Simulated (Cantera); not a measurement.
Charge: 1 mol Al₂O₃, 0.22 mol I₂, 4.1 mol N₂, equilibrated at 1523.15 K and 5700 Pa.

Cantera equilibrium calculation (NASA polynomials, part measured and part estimated; ideal gas, pure solids and liquids). Candidate condensed phases: Al, AlI₃, AlN, Al₂O₃, I₂; 21 gas species. Equilibrium is a limit: real reactors are often held back by kinetics, nucleation or transport.

Base state: N₂ 0.903, I 0.0964, I₂ 0.000289 (mole fractions); condensed: Al₂O₃(s).

Problem. What changes in the equilibrium state with this change: I₂ from 0.22 to 0.53 mol?

Solution. 
```
species          before    after
-------------  --------  -------
N₂                0.903    0.796
I                0.0964    0.203
I₂             0.000289  0.00129
Al₂O₃(s), mol      1.00     1.00
```
